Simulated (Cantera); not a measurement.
An adiabatic, constant-volume homogeneous reactor starts with CH4 : C2H6 : O2 : N2 = 1 : 0.075 : 4.62 : 17.4 (molar parts), at 1100 K and 80000 Pa.

Model: GRI-Mech 3.0 (53 species, 325 reactions), integrated in Cantera.

Task: Predict: time of steepest temperature rise; temperature at 0.400 s; equilibrium temperature; x(O2) at 0.400 s; x(N2O) at 0.400 s; x(OH) at 0.400 s.

Result: 
- time of steepest temperature rise = 25.6 ms
- temperature at 0.400 s = 2330 K
- equilibrium temperature = 2330 K
- x(O2) at 0.400 s = 0.0951 (gas-phase equilibrium 0.0951)
- x(N2O) at 0.400 s = 7.71e-7 (gas-phase equilibrium 7.71e-7)
- x(OH) at 0.400 s = 0.00566 (gas-phase equilibrium 0.00566)
